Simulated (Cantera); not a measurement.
## Equilibrium for silicon nitride deposition: SiH4 + NH3 + H2

Feed: 1 mol SiH4, 0.31 mol NH3, 2.5 mol H2, held at 2098 K and 49.0 Pa.

These are equilibrium values from Cantera (NASA tables, ideal gas, pure condensed phases), not measurements of a reactor. Candidate condensed phases: Si, Si3N4; 18 gas species. The tables' values for SiN are old estimates; treat these amounts as uncertain. Gases not in the tables: Si2H6 and higher silanes. Kinetics and transport are ignored.

```yaml
x(H2): 0.707
x(Si): 0.150
x(H): 0.117
x(N2): 0.0238
x(SiH): 0.00152
x(Si2): 0.00109
x(Si3): 0.000126
x(SiN): 0.000107
x(Si2N): 7.21e-5
gas_amount: 6.484 mol
log10 activity of Si(l) (absent): -0.25
```
